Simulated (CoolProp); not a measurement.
Vapour-liquid equilibrium of R143a (1) + isobutane (2) at 0.241 bar; x and y are mole fractions of (1).

Values from CoolProp's multi-fluid Helmholtz-energy mixture model, Lemmon and Jacobsen 2000 and Bücker 2006; pair parameters Bell 2016.

Q: Give the bubble temperature and the first vapour's composition at x = 0.05, 0.15, 0.55. Is there an azeotrope?

A: x = 0.05: 214.5 K, y = 0.595; x = 0.15: 204.4 K, y = 0.805; x = 0.55: 200.5 K, y = 0.863. No azeotrope shows between x = 0.05 and 0.95.

The pair parameters rest on a limited set of measurements; away from them the model extrapolates. With so large a gap from Raoult's law the liquid may split in two, which this calculation doesn't test in full.
